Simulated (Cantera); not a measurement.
What does this Cantera script print?

```python
import numpy as np
import cantera as ct

gas_names = """
    B BF BF2 BF3 BH BHF2 BH2 BH3 BO BOF BOF2 BO2 B2 B2O B2O2 B2O3 B3O3F3 B3O3H3 F FO FO2 F2 F2O H HBO
    HBO2 HF HOF HO2 H2 H2F2 H2O H2O2 H3B3O6 H3F3 H4F4 H5F5 H6F6 H7F7 O OH O2 O3
""".split()
cond_names = """
    B(b) B(L) B2O3(L) B3O3H3(cr) H2O(s) H2O(L)
""".split()


# ... load() reads the species with a 1 bar reference pressure and builds the phases ...
atoms = {
    'B2O3': {'B': 2, 'O': 3},
    'HF': {'H': 1, 'F': 1},
    'H2': {'H': 2},
}
top_T = {}  # K; cautious upper limits of use, not melting points


# ... equilibrate(T, P, feed) seeds the gas with the atoms and calls Mixture.equilibrate('TP', solver="vcs", rtol=1e-11, max_steps=5000) ...
results = []
feed = {'B2O3': 1, 'HF': 9.2, 'H2': 27}  # mol
P = 220  # Pa
for T in [1000, 1050, 1100, 1150, 1200, 1250, 1300, 1350, 1400, 1450, 1500, 1550, 1600]:
    mix = equilibrate(T, P, feed)
    results.append((T, P, feed, dict(zip(mix.species_names, mix.species_moles))))

top = {s: max(r[3][s] / sum(r[3][g] for g in gas_names) for r in results) for s in gas_names}
cols = sorted((s for s in top if top[s] > 1e-05), key=lambda s: -top[s])[:5]
seen = [c for c in cond_names if any(r[3].get(c, 0) > 1e-12 for r in results)]
print("log10 of partial pressures in bar; condensed amounts in mol")
print(f"{'T/K':>10s}" + "".join(f"{s[:9]:>10s}" for s in cols + seen))
for T, P, feed, n in results:
    ng = sum(n[g] for g in gas_names)
    print(f"{T:10.4g}" + "".join(f"{np.log10(max(n[s] / ng * P / 1e5, 1e-99)):10.3f}" for s in cols)
          + "".join(f"{n.get(c, 0):10.4g}" for c in seen))
```

Result:

```
log10 of partial pressures in bar; condensed amounts in mol
       T/K        H2        HF       H2O       BOF       BF3
      1000    -2.775    -3.590    -3.803    -5.676    -4.020
      1050    -2.776    -3.565    -3.827    -5.204    -4.057
      1100    -2.778    -3.540    -3.858    -4.802    -4.103
      1150    -2.781    -3.511    -3.900    -4.482    -4.166
      1200    -2.785    -3.477    -3.959    -4.263    -4.265
      1250    -2.789    -3.443    -4.028    -4.134    -4.406
      1300    -2.792    -3.415    -4.095    -4.058    -4.584
      1350    -2.794    -3.396    -4.152    -4.012    -4.790
      1400    -2.795    -3.383    -4.195    -3.983    -5.017
      1450    -2.796    -3.376    -4.224    -3.967    -5.258
      1500    -2.796    -3.371    -4.242    -3.958    -5.502
      1550    -2.797    -3.369    -4.253    -3.954    -5.744
      1600    -2.797    -3.368    -4.259    -3.951    -5.978
```

Method: chemical equilibrium by Gibbs-energy minimisation in Cantera with the NASA 1993 tables (ideal gas, pure condensed phases). Gases not in the tables: H3BO3.
